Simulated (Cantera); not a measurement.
A perfectly stirred reactor is fed with CO : H2 : O2 : N2 = 1 : 0.32 : 1.12 : 11.1 (molar parts), at 84000 Pa; it is adiabatic with a 700 K inlet, and is followed from long to short residence time, starting on the burning branch (τ in s: 0.12, 0.048, 0.02, 0.0082, 0.0034, 0.0014, 0.00058, 0.00024, 0.0001, 4.1e-05, 1.7e-05).

Cantera simulation using GRI-Mech 3.0 (53 species, 325 reactions); the numbers are that mechanism's predictions, not measurements.

x: mole fraction; the columns are a selection and need not sum to one.

| τ (s) | T (K) | x CO | x H2 | x O2 | x H2O2 | x NO |
|---|---|---|---|---|---|---|
| 0.12 | 1487 | 0.00126 | 9.79e-5 | 0.0361 | 1.01e-7 | 7.43e-6 |
| 0.048 | 1476 | ___ | ___ | 0.0365 | ___ | 6.43e-6 |
| 0.020 | 1459 | 0.00391 | 0.000291 | 0.0372 | 2.31e-7 | 6.38e-6 |
| 0.0082 | 1428 | 0.00680 | 0.000479 | 0.0385 | 3.51e-7 | 6.90e-6 |
| 0.0034 | 1377 | 0.0119 | 0.000757 | 0.0409 | 5.44e-7 | 6.89e-6 |
| 0.0014 | 1279 | 0.0230 | 0.00129 | 0.0464 | 8.85e-7 | 4.28e-6 |
| 0.00058 | 700 | 0.0739 | 0.0236 | 0.0827 | <1e-12 | <1e-12 |
| 0.00024 | 700 | 0.0739 | 0.0236 | 0.0827 | <1e-12 | <1e-12 |
| 0.00010 | 700 | 0.0739 | 0.0236 | 0.0827 | <1e-12 | <1e-12 |
| 4.1e-5 | 700 | 0.0739 | 0.0236 | 0.0827 | <1e-12 | <1e-12 |
| 1.7e-5 | 700 | 0.0739 | 0.0236 | 0.0827 | <1e-12 | <1e-12 |

**Question.** Some entries are withheld; supply them.

**Answer.** 
- 0.048, x CO: 0.00226
- 0.048, x H2: 0.000173
- 0.048, x H2O2: 1.55e-7
